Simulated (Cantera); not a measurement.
**Premixed flame**

A freely propagating, adiabatic, planar premixed flame of C₃H₈ : O₂ : N₂ = 1 : 6.33 : 18.4 (molar parts), equivalence ratio 0.79, unburnt at 500 K and 2180 Torr; mixture-averaged transport, grid criteria slope 0.08 and curve 0.16, no radiation.

Detailed kinetics in Cantera: GRI-Mech 3.0 (53 species, 325 reactions). GRI-Mech 3.0 was tuned for natural gas; its chemistry of propane as a main component is partial and can be far from experiment. Burning velocities carry a grid error of a few per cent, more on coarse grids.

```
z (mm)   T (K)  u (m/s)    x C₃H₈    x O₂    x N₂O       x H    x CH₂      x CO
-------  -----  -------  --------  ------  -------  --------  -------  --------
-0.309     500     1.04    0.0388   0.246    <1e-8     <1e-8    <1e-8   3.19e-6
-0.206     501     1.05    0.0388   0.246    <1e-8     <1e-8    <1e-8   4.10e-5
-0.155     506     1.06    0.0387   0.245    <1e-8     <1e-8    <1e-8  0.000212
-0.103     545     1.14    0.0383   0.240    <1e-8     <1e-8    <1e-8   0.00168
-0.0516    872     1.87    0.0305   0.206  2.69e-8   1.77e-5  6.92e-8    0.0155
-0.0258   1290     2.85    0.0132   0.161  8.23e-8  0.000331  5.12e-6    0.0362
0         1716     3.87  0.000682   0.111  1.99e-7   0.00213  4.23e-5    0.0578
0.0258    1914     4.32   1.40e-6  0.0823  3.71e-7   0.00407  1.78e-5    0.0572
0.0516    1993     4.48     <1e-8  0.0706  5.14e-7   0.00473  1.48e-6    0.0463
0.103     2090     4.65     <1e-8  0.0621  6.27e-7   0.00437    <1e-8    0.0315
0.206     2201     4.86     <1e-8  0.0567  6.96e-7   0.00289    <1e-8    0.0208
0.413     2301     5.05     <1e-8  0.0532  7.69e-7   0.00141    <1e-8    0.0140
0.825     2370     5.18     <1e-8  0.0508  7.67e-7  0.000641    <1e-8   0.00900
```
x: mole fraction of selected species; z is measured from the peak of heat release.

The laminar burning velocity is 104 cm/s and the thermal thickness is 0.103 mm. The peak x(H) is 0.00477. The peak x(CH₂) is 4.39e-5 and the peak x(CO) comes out as 0.0604. The grid points comes out as 154.
